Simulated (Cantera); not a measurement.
Input: 1 mol NH3, 0.79 mol SO2, held at 2652 °C and 16.0 mbar.

Cantera equilibrium calculation (NASA polynomials, part measured and part estimated; ideal gas, pure solids and liquids). Candidate condensed phases: H2O, H2SO4, S; 35 gas species. Equilibrium is a limit: real reactors are often held back by kinetics, nucleation or transport.

Base state: H 0.344, N2 0.123, H2 0.122, SO 0.0978, O 0.0872, S 0.0597, H2O 0.0564, OH 0.0499 (mole fractions); condensed: gas only.

Task: What changes in the equilibrium state with this change: NH3 replaced by NF3?

Result: 
```
species   before     after
-------  -------  --------
F              0     0.604
O         0.0872     0.109
N2         0.123    0.0980
H          0.344         0
H2         0.122         0
H2O       0.0564         0
OH        0.0499         0
O2        0.0161    0.0253
S         0.0597    0.0397
SO        0.0978    0.0815
SO2       0.0343    0.0358
SH       0.00376         0
SF             0  0.000818
H2S      6.09e-5         0
S2       0.00140  0.000619
```

Task: What changes in the equilibrium state with this change: 0.3 mol H2O added?

Result: 
| species | before | after |
|---|---|---|
| H | 0.344 | 0.351 |
| H2 | 0.122 | 0.127 |
| N2 | 0.123 | 0.108 |
| S | 0.0597 | 0.0485 |
| SO | 0.0978 | 0.0871 |
| O2 | 0.0161 | 0.0194 |
| H2O | 0.0564 | 0.0647 |
| OH | 0.0499 | 0.0560 |
| O | 0.0872 | 0.0958 |
| SO2 | 0.0343 | 0.0335 |
| S2 | 0.00140 | 0.000921 |
| S2O | 1.98e-5 | 1.43e-5 |

Task: What changes in the equilibrium state with this change: temperature from 2652 °C to 1852 °C?

Result: 
| species | before | after |
|---|---|---|
| H2O | 0.0564 | 0.286 |
| H2 | 0.122 | 0.259 |
| N2 | 0.123 | 0.187 |
| H | 0.344 | 0.0146 |
| O | 0.0872 | 7.99e-5 |
| O2 | 0.0161 | 3.75e-5 |
| S2 | 0.00140 | 0.0431 |
| OH | 0.0499 | 0.00200 |
| S | 0.0597 | 0.0113 |
| SO2 | 0.0343 | 0.118 |
| SO | 0.0978 | 0.0658 |
| N | 2.35e-5 | 1.69e-8 |
| NO | 0.00476 | 6.89e-5 |
| H2S | 6.09e-5 | 0.00292 |
| S2O | 1.98e-5 | 0.000524 |
